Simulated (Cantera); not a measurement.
# TiO2 + H2 (hydrogen reduction and annealing atmospheres)

Feed: 1 mol TiO2, 1800 mol H2, at 120 Pa.

Equilibrium computed with Cantera from the NASA thermochemical tables; the gas is ideal and each condensed phase is pure. Candidate condensed phases: H2O, Ti, TiO, TiO2, Ti2O3, Ti3O5, Ti4O7; 12 gas species. Mutual solubility and eutectic melting of coexisting phases are not modelled. Equilibrium is a limit: real reactors are often held back by kinetics, nucleation or transport.

```tsv
T (°C)	x H2	x H	x H2O	x TiO	n Ti3O5(s)	n Ti2O3(s)
1052	1.000	4.72e-5	0.000185	1.27e-12	0.333	0
1152	1.000	0.000197	0.000207	9.13e-11	0.255	0.118
1252	0.999	0.000683	0.000278	3.04e-9	0	0.500
1352	0.998	0.00203	0.000278	7.38e-8	0	0.500
1452	0.994	0.00535	0.000278	1.22e-6	0	0.499
1552	0.987	0.0126	0.000283	1.45e-5	0	0.486
1652	0.972	0.0272	0.000339	0.000121	0	0.381
```
x: gas mole fraction; n: condensed amount in mol.

At 1052 °C the condensed part is Ti3O5(s). At 1152 °C the condensed part is Ti2O3(s) + Ti3O5(s). From 1252 °C to 1652 °C the condensed part is Ti2O3(s).
